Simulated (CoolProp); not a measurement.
Saturation properties of C2F6 (R116).

Computed with CoolProp (reference Helmholtz-energy equation of state, Lemmon 2006). It is a short technical equation, of lower accuracy than the large ones.

| T (°C) | p (kPa) | liquid cp (kJ/(kg K)) | surface tension (mN/m) | liquid viscosity (µPa s) | liquid conductivity (mW/(m K)) |
|---|---|---|---|---|---|
| -41.55 | 510.7 | 1.059 | 6.25 | 226 | 61.6 |
| -37.05 | 600.1 | 1.079 | 5.69 | 210 | 59.9 |
| -32.45 | 702.9 | 1.102 | 5.13 | 194 | 58.0 |
| -27.95 | 815.7 | 1.127 | 4.59 | 180 | 56.2 |
| -23.45 | 941.3 | 1.155 | 4.06 | 167 | 54.4 |
| -18.85 | 1084 | 1.189 | 3.54 | 153 | 52.5 |
| -14.35 | 1239 | 1.229 | 3.03 | 141 | 50.6 |
| -9.85 | 1409 | 1.278 | 2.55 | 129 | 48.7 |
| -5.25 | 1601 | 1.343 | 2.07 | 118 | 46.7 |

It boils at -78.1 °C under 1 atm.

Viscosity comes from a separate model (Huber 2003), an estimate that may be off by 10 % or more. Thermal conductivity comes from a separate model (Huber 2003), an estimate that may be off by 10 % or more. Surface tension comes from a separate correlation (Mulero 2012).
